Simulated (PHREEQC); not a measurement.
**Arsenic or selenium liquor (model solution)**

Consider water at 25 °C with 3.5 mmol/kgw Na2HAsO4, 0.22 mmol/kgw H2SO4, 0.062 mmol/kgw CaCl2 and 0.22 mmol/kgw Ca(NO3)2. Closed to the air; pH follows from the charge balance.

Equilibrium calculation in PHREEQC: ion-association model, wateq4f.dat.

- pH = 7.86
- ionic strength = 0.0111 mol/kgw
- total alkalinity = 3.06 meq/kg

```json
[
 {"species": "Na+", "molality": "0.00700", "activity": "0.00629", "log γ": "-0.046"},
 {"species": "HAsO4-2", "molality": "0.00306", "activity": "0.00198", "log γ": "-0.188"},
 {"species": "H2AsO4-", "molality": "0.000442", "activity": "0.000396", "log γ": "-0.047"},
 {"species": "NO3-", "molality": "0.000440", "activity": "0.000393", "log γ": "-0.049"},
 {"species": "Ca+2", "molality": "0.000277", "activity": "0.000182", "log γ": "-0.181"},
 {"species": "SO4-2", "molality": "0.000210", "activity": "0.000138", "log γ": "-0.184"},
 {"species": "Cl-", "molality": "0.000124", "activity": "0.000111", "log γ": "-0.048"},
 {"species": "CaSO4", "molality": "5.00e-6", "activity": "5.01e-6", "log γ": "0.001"},
 {"species": "NaSO4-", "molality": "4.82e-6", "activity": "4.34e-6", "log γ": "-0.045"},
 {"species": "AsO4-3", "molality": "8.50e-7", "activity": "3.22e-7", "log γ": "-0.422"}
]
```

No solid was allowed to form. Species that the database lacks are ignored. The database has no arsenate complexes of Ca.
